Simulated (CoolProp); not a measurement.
Vapour-liquid equilibrium of ethylene (1) + n-butane (2) at 0.306 MPa; x and y are mole fractions of (1).

The numbers come from the multi-fluid Helmholtz-energy mixture model, Smukala 2000 and Bücker 2006; pair parameters Bell 2016 in CoolProp.

### Question
Give the bubble temperature and the first vapour's composition at x = 0.35, 0.65, 0.8. Is there an azeotrope?

### Answer
x = 0.35: -53.3 °C, y = 0.979; x = 0.65: -70.3 °C, y = 0.996; x = 0.8: -76.4 °C, y = 0.999. No azeotrope shows between x = 0.05 and 0.95.

The pair parameters rest on a limited set of measurements; away from them the model extrapolates.
